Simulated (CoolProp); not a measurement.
Properties of sulfur dioxide along the isotherm 475.4 K.

Model: reference Helmholtz-energy equation of state, Gao 2016, in CoolProp.

| p (kPa) | phase | Joule-Thomson coefficient (K/MPa) | isothermal compressibility (1/MPa) |
|---|---|---|---|
| 111 | gas | 9.594 | 9.040 |
| 227 | gas | 9.596 | 4.437 |
| 467 | gas | 9.599 | 2.173 |
| 958 | gas | 9.605 | 1.077 |
| 1970 | gas | 9.607 | 0.5433 |
| 4040 | gas | 9.552 | 0.2897 |
| 8300 | supercritical | 8.870 | 0.1863 |
| 17000 | supercritical | 2.632 | 0.05436 |
| 35000 | supercritical | 0.4345 | 0.007771 |
